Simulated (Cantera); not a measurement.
Cantera run, input and output.

```python
import numpy as np
import cantera as ct

surf = ct.Interface("ptcombust.yaml", "Pt_surf")
gas = surf.adjacent["gas"]
gas.TPX = 300, 40000, {'CH4': 0.016, 'O2': 0.2, 'N2': 0.79}
jet = ct.ImpingingJet(gas=gas, width=0.059, surface=surf)
jet.inlet.mdot, jet.inlet.T, jet.inlet.X = 0.12, 300, {'CH4': 0.016, 'O2': 0.2, 'N2': 0.79}
jet.set_refine_criteria(ratio=10, slope=0.2, curve=0.3)
show, cover = ['CH4', 'O2', 'H2O', 'OH', 'CO', 'CO2'], ["PT(S)", "H(S)", "O(S)", "OH(S)", "CO(S)", "C(S)"]

rows = []
print(f"{'Ts/K':>7s}" + "".join(f"{s:>11s}" for s in show + cover) + "   (gas at the wall, coverages)")
for i, Ts in enumerate([950, 1000, 1050, 1100, 1150, 1200, 1250, 1300]):
    jet.surface.T = Ts
    if i == 0:
        surf.TP = Ts, 40000
        surf.coverages = "PT(S):0.5, O(S):0.5"
        surf.advance_coverages(1.0)
        jet.set_initial_guess(products="inlet")
    jet.solve(loglevel=0, auto=(i == 0))
    rows.append([*(jet.X[gas.species_index(s), -1] for s in show), *surf[cover].coverages])
    print(f"{Ts:7g}" + "".join(f"{x:11.3e}" for x in rows[-1]))
```

It prints:

```
   Ts/K        CH4         O2        H2O         OH         CO        CO2      PT(S)       H(S)       O(S)      OH(S)      CO(S)       C(S)   (gas at the wall, coverages)
    950  7.782e-03  1.815e-01  1.511e-02  4.398e-08  3.073e-06  9.914e-03  1.613e-01  1.192e-07  8.371e-01  1.549e-03  4.362e-06  2.087e-08
   1000  5.340e-03  1.763e-01  1.958e-02  1.226e-07  2.807e-06  1.287e-02  2.156e-01  2.812e-07  7.827e-01  1.640e-03  3.129e-06  1.955e-08
   1050  3.686e-03  1.728e-01  2.257e-02  2.997e-07  2.531e-06  1.485e-02  2.729e-01  5.650e-07  7.255e-01  1.613e-03  2.143e-06  1.705e-08
   1100  2.415e-03  1.704e-01  2.464e-02  7.076e-07  3.452e-06  1.607e-02  3.313e-01  1.020e-06  6.671e-01  1.528e-03  1.465e-06  1.338e-08
   1150  1.608e-03  1.688e-01  2.610e-02  1.426e-06  4.195e-06  1.701e-02  3.897e-01  1.706e-06  6.089e-01  1.416e-03  1.032e-06  1.029e-08
   1200  1.033e-03  1.676e-01  2.720e-02  2.664e-06  4.996e-06  1.770e-02  4.470e-01  2.690e-06  5.517e-01  1.294e-03  7.467e-07  7.442e-09
   1250  6.121e-04  1.666e-01  2.810e-02  4.703e-06  5.704e-06  1.823e-02  5.024e-01  4.051e-06  4.964e-01  1.173e-03  5.505e-07  4.884e-09
   1300  3.161e-04  1.660e-01  2.884e-02  7.933e-06  6.109e-06  1.859e-02  5.553e-01  5.876e-06  4.436e-01  1.057e-03  4.089e-07  2.761e-09
```

Computed with Cantera and Deutschmann's 1995 Pt surface mechanism with GRI-Mech 3.0 gas chemistry. Catalytic surfaces can have several steady states; this one follows from the mechanism file's or the stated starting coverage.
